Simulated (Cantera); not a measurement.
# Equilibrium for thermal oxidation and active oxidation of silicon: Si + H₂O + H₂

Charge: 1 mol Si, 0.0059 mol H₂O, 460 mol H₂, at 1475 °C.

These are equilibrium values from Cantera (NASA tables, ideal gas, pure condensed phases), not measurements of a reactor. Candidate condensed phases: H₂O, Si, SiO₂; 18 gas species. Gases not in the tables: Si₂H₆ and higher silanes. Rates play no part.

From 0.100 Pa to 10.0 Pa nothing is condensed. From 1.00 mbar to 10.0 bar the condensed part is Si(l). The main Si-bearing gas is Si at 0.100 Pa and SiH₂ at 10.0 bar.

```csv
P (Pa),log p H₂,log p H,log p Si,log p SiH,log p SiH₂,log p SiO,log p SiH₄,log p Si₂,n Si(l)
0.100,-6.10,-6.69,-8.71,-11.64,-13.66,-10.94,<-18,-13.88,0
1,-5.03,-6.16,-7.68,-10.08,-11.57,-9.91,<-17,-11.82,0
10,-4.01,-5.65,-6.68,-8.56,-9.54,-8.90,-14.79,-9.81,0
100,-3.00,-5.14,-5.84,-7.21,-7.69,-7.89,-11.93,-8.12,0.272
1000,-2.00,-4.64,-5.84,-6.71,-6.69,-6.89,-9.93,-8.12,0.908
10000,-1.00,-4.14,-5.84,-6.21,-5.69,-5.89,-7.93,-8.12,0.975
100000,0.00,-3.64,-5.84,-5.71,-4.69,-4.89,-5.93,-8.12,0.982
1000000,1.00,-3.14,-5.84,-5.21,-3.69,-3.90,-3.93,-8.12,0.979
```
log p: log10 of the partial pressure in bar; n: condensed amount in mol.
